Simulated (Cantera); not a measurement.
Mixture: CH4 : O2 : N2 : CO2 = 1 : 3.12 : 11.8 : 3.5 (molar parts), equivalence ratio 0.64, at 10.0 bar, adiabatic and at constant volume. Ignition delay is the time to a rise of 400 K.

Cantera simulation using GRI-Mech 3.0 (53 species, 325 reactions); the numbers are that mechanism's predictions, not measurements.

Predict: delay at 1100 K; delay at 1175 K; delay at 1250 K; delay at 1325 K; delay at 1400 K; delay at 1475 K; delay at 1550 K; apparent activation energy between 1400 and 1550 K.


- delay at 1100 K: 17.8 ms
- delay at 1175 K: 6.53 ms
- delay at 1250 K: 2.65 ms
- delay at 1325 K: 1.16 ms
- delay at 1400 K: 0.532 ms
- delay at 1475 K: 0.257 ms
- delay at 1550 K: 0.130 ms
- apparent activation energy between 1400 and 1550 K: 170 kJ/mol
